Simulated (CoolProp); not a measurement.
Propylene glycol along the isobar 10.2 MPa: Z from the reference equation and from simpler models built on Tc = 400.8 °C, pc = 7.292 MPa, ω = 0.327; each cubic takes its own stable root.

Values from CoolProp's reference Helmholtz-energy equation of state, Eisenbach 2021.

| T (°C) | phase | reference |
|---|---|---|
| 217.75 | liquid | 0.2177 |
| 228.45 | liquid | 0.2158 |
| 239.25 | liquid | 0.2141 |
| 249.95 | liquid | 0.2127 |
| 260.75 | liquid | 0.2116 |
| 271.55 | liquid | 0.2107 |
| 282.25 | liquid | 0.2101 |
| 293.05 | liquid | 0.2098 |
| 303.85 | liquid | 0.2099 |
| 314.55 | liquid | 0.2103 |
| 325.35 | liquid | 0.2112 |
| 336.05 | liquid | 0.2126 |
| 346.85 | liquid | 0.2147 |

Question: How far does each simpler model (van der Waals, Redlich-Kwong, Soave-Redlich-Kwong, Peng-Robinson) lie from the reference over these 13 states: mean and median of the absolute difference, and the worst?

Answer: 
- van der Waals: mean 49.2 %, median 49.5 %, worst +50.9 % at 217.75 °C and 10.2 MPa
- Redlich-Kwong: mean 8.7 %, median 8.6 %, worst +11.5 % at 346.85 °C and 10.2 MPa
- Soave-Redlich-Kwong: mean 3.9 %, median 3.5 %, worst +7.0 % at 346.85 °C and 10.2 MPa
- Peng-Robinson: mean 8.0 %, median 8.4 %, worst -9.9 % at 217.75 °C and 10.2 MPa
